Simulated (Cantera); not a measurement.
Charge: 1 mol NaCl, 0.18 mol HCl, 1 mol N₂, held at 11.0 Pa.

These are equilibrium values from Cantera (NASA tables, ideal gas, pure condensed phases), not measurements of a reactor. Candidate condensed phases: NH₄Cl, Na, NaCl; 17 gas species. Equilibrium is a limit: real reactors are often held back by kinetics, nucleation or transport.

x: gas mole fraction; n: condensed amount in mol.

```json
[
 {"T (K)": "700", "x N₂": "0.847", "x NaCl": "6.61e-6", "x HCl": "0.153", "x Cl": "4.66e-9", "x Na": "<1e-12", "x Na₂Cl₂": "8.91e-7", "x H": "<1e-12", "n NaCl(s)": "1.000"},
 {"T (K)": "850", "x N₂": "0.842", "x NaCl": "0.00545", "x HCl": "0.151", "x Cl": "5.35e-7", "x Na": "<1e-12", "x Na₂Cl₂": "0.00142", "x H": "1.08e-12", "n NaCl(s)": "0.990"},
 {"T (K)": "1000", "x N₂": "0.495", "x NaCl": "0.336", "x HCl": "0.0891", "x Cl": "8.61e-6", "x Na": "9.12e-9", "x Na₂Cl₂": "0.0794", "x H": "4.51e-10", "n NaCl(s)": "0"},
 {"T (K)": "1150", "x N₂": "0.462", "x NaCl": "0.449", "x HCl": "0.0830", "x Cl": "8.17e-5", "x Na": "8.56e-7", "x Na₂Cl₂": "0.00637", "x H": "4.53e-8", "n NaCl(s)": "0"},
 {"T (K)": "1300", "x N₂": "0.459", "x NaCl": "0.458", "x HCl": "0.0821", "x Cl": "0.000482", "x Na": "2.22e-5", "x Na₂Cl₂": "0.000617", "x H": "1.60e-6", "n NaCl(s)": "0"},
 {"T (K)": "1450", "x N₂": "0.458", "x NaCl": "0.458", "x HCl": "0.0807", "x Cl": "0.00202", "x Na": "0.000284", "x Na₂Cl₂": "9.48e-5", "x H": "2.64e-5", "n NaCl(s)": "0"},
 {"T (K)": "1600", "x N₂": "0.457", "x NaCl": "0.454", "x HCl": "0.0776", "x Cl": "?", "x Na": "?", "x Na₂Cl₂": "?", "x H": "?", "n NaCl(s)": "0"},
 {"T (K)": "1750", "x N₂": "0.451", "x NaCl": "0.441", "x HCl": "0.0721", "x Cl": "?", "x Na": "?", "x Na₂Cl₂": "?", "x H": "?", "n NaCl(s)": "0"},
 {"T (K)": "1900", "x N₂": "0.438", "x NaCl": "0.402", "x HCl": "0.0634", "x Cl": "0.0511", "x Na": "0.0357", "x Na₂Cl₂": "1.62e-6", "x H": "0.00536", "n NaCl(s)": "0"},
 {"T (K)": "2050", "x N₂": "0.409", "x NaCl": "0.320", "x HCl": "0.0490", "x Cl": "0.113", "x Na": "0.0890", "x Na₂Cl₂": "4.21e-7", "x H": "0.0150", "n NaCl(s)": "0"}
]
```

### Question
Fill in the missing entries.

### Answer

- 1750, x Cl: 0.0197
- 1750, x Na: 0.0105
- 1750, x Na₂Cl₂: 5.55e-6
- 1750, x H: 0.00139
- 1600, x Cl: 0.00678
- 1600, x Na: 0.00215
- 1600, x Na₂Cl₂: 2.06e-5
- 1600, x H: 0.000243
